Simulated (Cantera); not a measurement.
Charge: 1 mol BN, 51 mol H₂, held at 13.3 mbar.

These are equilibrium values from Cantera (NASA tables, ideal gas, pure condensed phases), not measurements of a reactor. Candidate condensed phases: B, BN; 15 gas species. Mutual solubility and eutectic melting of coexisting phases are not modelled. The numbers say what is thermodynamically allowed, not how fast it happens.

Which condensed phases are stable at each of these points (T (K)): 1100, 1200, 1300, 1400, 1500, 1600, 1700, 1800?


```tsv
T (K)	condensed phases	B condensed (%)
1100	BN(s)	100.0
1200	BN(s)	100.0
1300	BN(s)	100.0
1400	BN(s)	100.0
1500	BN(s)	100.0
1600	BN(s)	99.9
1700	B(s) + BN(s)	99.7
1800	B(s) + BN(s)	99.3
```

From 1100 K to 1600 K the condensed part is BN(s). From 1700 K to 1800 K the condensed part is B(s) + BN(s).
